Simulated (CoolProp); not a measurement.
Aqueous propylene glycol as a coolant, 40 % by mass, freezing at -20.6 °C, 1 atm.

Values from CoolProp's Melinder's fits for secondary coolants.

| T (°C) | viscosity (mPa s) | Prandtl number | conductivity (W/(m K)) | cp (kJ/(kg K)) |
|---|---|---|---|---|
| -15.8 | 33.5 | 317 | 0.379 | 3.589 |
| -11.5 | 24.6 | 233 | 0.381 | 3.604 |
| -7.2 | 18.5 | 174 | 0.384 | 3.618 |
| -2.9 | 14.1 | 133 | 0.386 | 3.632 |
| 1.4 | 11.0 | 103 | 0.389 | 3.646 |
| 5.7 | 8.65 | 80.9 | 0.391 | 3.660 |
| 10 | 6.94 | 64.7 | 0.394 | 3.674 |
| 14.3 | 5.64 | 52.5 | 0.397 | 3.688 |
| 18.6 | 4.65 | 43.1 | 0.399 | 3.702 |
| 22.9 | 3.89 | 35.9 | 0.402 | 3.716 |
| 27.2 | 3.29 | 30.3 | 0.405 | 3.730 |
| 31.5 | 2.82 | 25.9 | 0.408 | 3.744 |
